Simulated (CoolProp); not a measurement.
Values from CoolProp's reference Helmholtz-energy equation of state, Gedanitz 2015.

For cyclopentane, give the phase and the density (kg/m³), Joule-Thomson coefficient (K/MPa), isothermal compressibility (1/MPa) at 546.6 K and 20 MPa; 546.6 K and 31.5 MPa.


- 546.6 K and 20 MPa: supercritical; density 508, Joule-Thomson coefficient 0.192, isothermal compressibility 0.00984
- 546.6 K and 31.5 MPa: supercritical; density 551, Joule-Thomson coefficient -0.0681, isothermal compressibility 0.00526
